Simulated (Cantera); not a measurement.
Input (Python, Cantera) and output of one run.

```python
import numpy as np
import cantera as ct

gas_names = """
    C CO CO2 C2 C2O C3 C3O2 C4 C5 Cu CuO Cu2 O O2 O3
""".split()
cond_names = """
    C(gr) Cu(cr) Cu(L) CuO(s) Cu2O(s) Cu2O(L)
""".split()


# ... load() reads the species with a 1 bar reference pressure and builds the phases ...
atoms = {
    'Cu2O': {'Cu': 2, 'O': 1},
    'CO': {'C': 1, 'O': 1},
}
top_T = {'C(gr)': 4500, 'CuO(s)': 1390}  # K; cautious upper limits of use, not melting points


# ... equilibrate(T, P, feed) seeds the gas with the atoms and calls Mixture.equilibrate('TP', solver="vcs", rtol=1e-11, max_steps=5000) ...
results = []
T = 900  # K
P = 13332.2  # Pa
for m in [0.56, 0.76, 1, 1.4, 1.9, 2.5, 3.4, 4.7, 6.3, 8.5, 12]:
    feed = {'Cu2O': 1, 'CO': m}  # mol
    mix = equilibrate(T, P, feed)
    results.append((T, P, feed, dict(zip(mix.species_names, mix.species_moles))))
    x = sorted(zip(gas.X, gas.species_names), reverse=True)
    print(f"T = {T:g} K  P = {P:g} Pa  n(CO) = {m:g} mol  gas = {mix.phase_moles(0):.4g} mol")
    print("   x: " + "  ".join(f"{s} {v:.3e}" for v, s in x if v > 0.0001))
    print("   condensed (mol): " + ("  ".join(f"{mix.phase(i).name} {mix.phase_moles(i):.4g}"
          for i in range(1, mix.n_phases) if mix.phase_moles(i) > 1e-12) or "none"))
```

Result:

```
T = 900 K  P = 13332.2 Pa  n(CO) = 0.56 mol  gas = 0.56 mol
   x: CO2 1.000e+00
   condensed (mol): Cu(cr) 1.12  Cu2O(s) 0.44
T = 900 K  P = 13332.2 Pa  n(CO) = 0.76 mol  gas = 0.76 mol
   x: CO2 1.000e+00
   condensed (mol): Cu(cr) 1.52  Cu2O(s) 0.24
T = 900 K  P = 13332.2 Pa  n(CO) = 1 mol  gas = 1 mol
   x: CO2 1.000e+00
   condensed (mol): Cu(cr) 2  Cu2O(s) 1.282e-06
T = 900 K  P = 13332.2 Pa  n(CO) = 1.4 mol  gas = 1.4 mol
   x: CO2 7.143e-01  CO 2.857e-01
   condensed (mol): Cu(cr) 2
T = 900 K  P = 13332.2 Pa  n(CO) = 1.9 mol  gas = 1.9 mol
   x: CO2 5.263e-01  CO 4.737e-01
   condensed (mol): Cu(cr) 2
T = 900 K  P = 13332.2 Pa  n(CO) = 2.5 mol  gas = 2.5 mol
   x: CO 6.000e-01  CO2 4.000e-01
   condensed (mol): Cu(cr) 2
T = 900 K  P = 13332.2 Pa  n(CO) = 3.4 mol  gas = 3.303 mol
   x: CO 6.679e-01  CO2 3.321e-01
   condensed (mol): C(gr) 0.09692  Cu(cr) 2
T = 900 K  P = 13332.2 Pa  n(CO) = 4.7 mol  gas = 4.279 mol
   x: CO 6.679e-01  CO2 3.321e-01
   condensed (mol): C(gr) 0.421  Cu(cr) 2
T = 900 K  P = 13332.2 Pa  n(CO) = 6.3 mol  gas = 5.48 mol
   x: CO 6.679e-01  CO2 3.321e-01
   condensed (mol): C(gr) 0.8199  Cu(cr) 2
T = 900 K  P = 13332.2 Pa  n(CO) = 8.5 mol  gas = 7.132 mol
   x: CO 6.679e-01  CO2 3.321e-01
   condensed (mol): C(gr) 1.368  Cu(cr) 2
T = 900 K  P = 13332.2 Pa  n(CO) = 12 mol  gas = 9.759 mol
   x: CO 6.679e-01  CO2 3.321e-01
   condensed (mol): C(gr) 2.241  Cu(cr) 2
```

Method: chemical equilibrium by Gibbs-energy minimisation in Cantera with the NASA 1993 tables (ideal gas, pure condensed phases).
